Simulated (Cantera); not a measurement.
An isothermal, constant-pressure homogeneous reactor starts with N₂O : N₂ = 1 : 0.66 (molar parts), at 1475 K and 100.0 Torr. Integrator tolerance rtol = 1e-08.

Model: GRI-Mech 3.0 (53 species, 325 reactions), integrated in Cantera. GRI-Mech 3.0 was tuned for natural gas; its chemistry of N2O as a main component is partial and can be far from experiment. The temperature is held fixed by assumption; the heat of reaction is taken as removed at once.

```json
[
 {"quantity": "x(N₂O) at 10.0 s", "before": "3.14e-6 (gas-phase equilibrium 2.50e-8)", "after": "0.00229 (gas-phase equilibrium 7.92e-9)"},
 {"quantity": "x(NO) at 10.0 s", "before": "0.102 (gas-phase equilibrium 0.00112)", "after": "0.108 (gas-phase equilibrium 0.00112)"},
 {"quantity": "x(O₂) at 10.0 s", "before": "0.180 (gas-phase equilibrium 0.231)", "after": "0.177 (gas-phase equilibrium 0.231)"},
 {"quantity": "x(O) at 10.0 s", "before": "3.37e-6 (gas-phase equilibrium 3.80e-6)", "after": "3.37e-5 (gas-phase equilibrium 1.20e-5)"},
 {"quantity": "x(NO₂) at 10.0 s", "before": "0.000199 (gas-phase equilibrium 2.48e-6)", "after": "2.89e-5 (gas-phase equilibrium 7.85e-7)"},
 {"quantity": "x(N₂) at 10.0 s", "before": "0.717 (gas-phase equilibrium 0.768)", "after": "0.713 (gas-phase equilibrium 0.768)"}
]
```

Which change was made?
(A) pressure from 100.0 Torr to 20.0 Torr
(B) pressure from 100.0 Torr to 308 Torr
(C) pressure from 100.0 Torr to 10.00 Torr
(D) temperature 1475 to 1325 K

C, pressure from 100.0 Torr to 10.00 Torr
